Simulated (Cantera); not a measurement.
Charge: 1 mol Al, 12 mol H2O, 81 mol H2, held at 2173 K and 0.000450 bar.

Equilibrium computed with Cantera from the NASA thermochemical tables; the gas is ideal and each condensed phase is pure. The tables' values for AlOH are old estimates; treat these amounts as uncertain. Kinetics and transport are ignored.

```csv
species,before,after
H2,0.707,0.855
H2O,0.0977,0.111
H,0.191,0.0341
AlOH,6.84e-5,1.42e-6
Al,6.58e-5,1.58e-7
AlO,3.92e-5,9.55e-8
O2,3.92e-5,6.10e-7
O,0.000671,1.08e-5
AlO2H,4.13e-5,9.54e-7
OH,0.00354,0.000361
"Al2O3(s), mol",0.489,0.500
```
Gas species are given as mole fractions.

**Question.** Name the change that produced these shifts.
(A) H2O from 12 to 19 mol
(B) H2O from 12 to 25 mol
(C) temperature from 2173 K to 1898 K
(D) temperature from 2173 K to 1425 K

**Answer.** C, temperature from 2173 K to 1898 K
